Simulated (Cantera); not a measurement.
What does this Cantera script print?

```python
import numpy as np
import cantera as ct

gas = ct.Solution("gri30.yaml")
gas.TPX = 525, 101325, {'H2': 1, 'O2': 0.5, 'N2': 1.88}
inlet = ct.Reservoir(gas, clone=True)
gas.equilibrate("HP")  # start burning
reactor = ct.IdealGasConstPressureReactor(gas, energy="on", clone=False)
exhaust = ct.Reservoir(gas, clone=True)
tau = [0.19, 0.074, 0.028, 0.011, 0.0041, 0.0016, 0.00061, 0.00023, 8.9e-05, 3.4e-05, 1.3e-05, 5e-06][0]
for a, b in ((inlet, reactor), (reactor, exhaust)):
    ct.MassFlowController(a, b, mdot=lambda t: reactor.mass / tau)
net = ct.ReactorNet([reactor])
show = ['H2', 'O2', 'H2O2', 'O', 'H', 'NO', 'H2O']

rows = []
print(f"{'tau/s':>10s}{'T/K':>9s}" + "".join(f"{s:>11s}" for s in show))
for tau in [0.19, 0.074, 0.028, 0.011, 0.0041, 0.0016, 0.00061, 0.00023, 8.9e-05, 3.4e-05, 1.3e-05, 5e-06]:
    net.initial_time = 0.0
    net.advance(30 * tau)
    before = gas.X
    net.advance(40 * tau)
    drift = np.max(np.abs(gas.X - before) / (gas.X + 1e-9))
    rows.append([gas.T, *gas[show].X, drift])
    print(f"{tau:10.3e}{gas.T:9.1f}" + "".join(f"{x:11.3e}" for x in gas[show].X))
```

Output:

```
     tau/s      T/K         H2         O2       H2O2          O          H         NO        H2O
 1.900e-01   2487.2  2.173e-02  6.818e-03  1.787e-07  1.151e-03  3.598e-03  3.467e-03  3.126e-01
 7.400e-02   2484.3  2.197e-02  7.020e-03  1.808e-07  1.196e-03  3.715e-03  3.226e-03  3.121e-01
 2.800e-02   2476.7  2.259e-02  7.505e-03  1.855e-07  1.310e-03  4.019e-03  2.703e-03  3.109e-01
 1.100e-02   2458.7  2.403e-02  8.467e-03  1.934e-07  1.567e-03  4.734e-03  1.899e-03  3.081e-01
 4.100e-03   2415.2  2.729e-02  1.030e-02  2.072e-07  2.172e-03  6.528e-03  1.008e-03  3.019e-01
 1.600e-03   2335.7  3.255e-02  1.305e-02  2.366e-07  3.341e-03  1.024e-02  4.403e-04  2.915e-01
 6.100e-04   2210.2  3.931e-02  1.686e-02  3.117e-07  5.357e-03  1.724e-02  1.714e-04  2.769e-01
 2.300e-04   2043.7  4.591e-02  2.151e-02  4.996e-07  8.125e-03  2.838e-02  8.257e-05  2.600e-01
 8.900e-05   1853.7  5.126e-02  2.685e-02  9.803e-07  1.094e-02  4.300e-02  5.074e-05  2.430e-01
 3.400e-05   1643.4  5.811e-02  3.433e-02  2.265e-06  1.271e-02  5.927e-02  2.709e-05  2.243e-01
 1.300e-05   1396.7  8.911e-02  5.349e-02  4.834e-06  1.045e-02  6.433e-02  7.716e-06  1.875e-01
 5.000e-06    525.0  2.959e-01  1.479e-01 -8.336e-18 -4.066e-18 -1.355e-19 -1.469e-19 -9.213e-15
```

Detailed kinetics in Cantera: GRI-Mech 3.0 (53 species, 325 reactions).
